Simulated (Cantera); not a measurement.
A perfectly stirred reactor is fed with 2.57 % CH4, 1.75 % C2H6, 20.1 % O2, 75.6 % N2, at 180 Torr; it is adiabatic with a 725 K inlet, and is followed from long to short residence time, starting on the burning branch (τ in s: 0.42, 0.17, 0.071, 0.029, 0.012, 0.005, 0.0021, 0.00085, 0.00035, 0.00014, 6e-05).

Detailed kinetics in Cantera: GRI-Mech 3.0 (53 species, 325 reactions).

x: mole fraction; the columns are a selection and need not sum to one.

```tsv
τ (s)	T (K)	x CH4	x C2H6	x O2	x H	x H2O	x HCO	x H2
0.42	1929	1.51e-6	2.00e-7	0.0870	0.000102	0.101	(withheld)	0.000326
0.17	1917	2.74e-6	4.00e-7	0.0871	0.000212	0.100	(withheld)	0.000528
0.071	1900	4.82e-6	7.56e-7	0.0871	0.000439	0.0994	(withheld)	0.000847
0.029	1873	8.78e-6	1.44e-6	0.0873	0.000895	0.0980	(withheld)	0.00133
0.012	1836	1.65e-5	2.77e-6	0.0876	0.00168	0.0962	(withheld)	0.00198
0.0050	1790	3.25e-5	5.50e-6	0.0883	0.00288	0.0942	(withheld)	0.00274
0.0021	1736	6.93e-5	1.17e-5	0.0896	0.00434	0.0920	(withheld)	0.00354
0.00085	1675	0.000174	2.90e-5	0.0926	0.00552	0.0900	(withheld)	0.00429
0.00035	1602	0.000583	9.70e-5	0.100	0.00493	0.0882	(withheld)	0.00518
0.00014	725	0.0257	0.0175	0.201	<1e-12	<1e-12	<1e-12	<1e-12
6.0e-5	725	0.0257	0.0175	0.201	<1e-12	<1e-12	<1e-12	<1e-12
```

### Question
Some entries are withheld; supply them.

### Answer

- 0.42, x HCO: 1.23e-8
- 0.17, x HCO: 3.13e-8
- 0.071, x HCO: 7.73e-8
- 0.029, x HCO: 1.94e-7
- 0.012, x HCO: 4.72e-7
- 0.0050, x HCO: 1.12e-6
- 0.0021, x HCO: 2.60e-6
- 0.00085, x HCO: 6.31e-6
- 0.00035, x HCO: 1.59e-5
